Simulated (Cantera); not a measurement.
What does this Cantera script print?

```python
import numpy as np
import cantera as ct

gas_names = """
    NH3 N2 C6H6
""".split()
cond_names = """
    TaC(s) TaC(L) Ta(cr) Ta(L)
""".split()


# ... load() reads the species with a 1 bar reference pressure and builds the phases ...
species = {s.name: s for s in load("nasa_gas.yaml", gas_names) + load("nasa_condensed.yaml", cond_names)}
# Each term lists the table entries of one substance; the one whose range holds T is used.
reactions = {
    '2 NH3(g) + 6 TaC = 6 Ta + N2(g) + C6H6(g)':
        [(-2, ['NH3']), (-6, ['TaC(s)', 'TaC(L)']), (6, ['Ta(cr)', 'Ta(L)']), (1, ['N2']), (1, ['C6H6'])],
}


def pick(names, T):
    return next(species[n] for n in names if species[n].thermo.min_temp <= T <= species[n].thermo.max_temp)


results = []
for label, terms in reactions.items():
    print(label)
    print("     T/K   dH/kJ  dS/(J/K)   dG/kJ   log10 K")
    for T in [300, 625, 775, 925, 1075, 1225, 1375, 1525, 1675, 1825, 1975, 2125]:
        used = [(nu, pick(names, T)) for nu, names in terms]
        dH = sum(nu * s.thermo.h(T) for nu, s in used) / 1e6
        dS = sum(nu * s.thermo.s(T) for nu, s in used) / 1e3
        dG = dH - T * dS / 1e3
        logK = -dG * 1e6 / (ct.gas_constant * T * np.log(10))
        results.append((label, T, dH, dS, dG, logK, [s.name for _, s in used]))
        print(f"{T:8g} {dH:8.1f} {dS:8.1f} {dG:8.1f} {logK:8.2f}")
```

It prints:

```
2 NH3(g) + 6 TaC = 6 Ta + N2(g) + C6H6(g)
     T/K   dH/kJ  dS/(J/K)   dG/kJ   log10 K
     300   1039.3     69.6   1018.4  -177.31
     625   1030.8     50.0    999.6   -83.54
     775   1028.7     46.9    992.4   -66.88
     925   1027.3     45.2    985.5   -55.65
    1075   1026.1     44.1    978.8   -47.56
    1225   1024.9     43.0    972.2   -41.46
    1375   1023.6     42.0    965.9   -36.69
    1525   1022.0     40.9    959.6   -32.87
    1675   1020.1     39.7    953.6   -29.74
    1825   1017.9     38.5    947.7   -27.13
    1975   1015.4     37.1    942.1   -24.92
    2125   1012.6     35.7    936.6   -23.02
```

Cantera with NASA thermochemical tables; ideal gases at 1 bar, condensed phases pure. TaC: taken at fixed stoichiometry. Condensed species are held in their standard states even where they would react or evaporate.
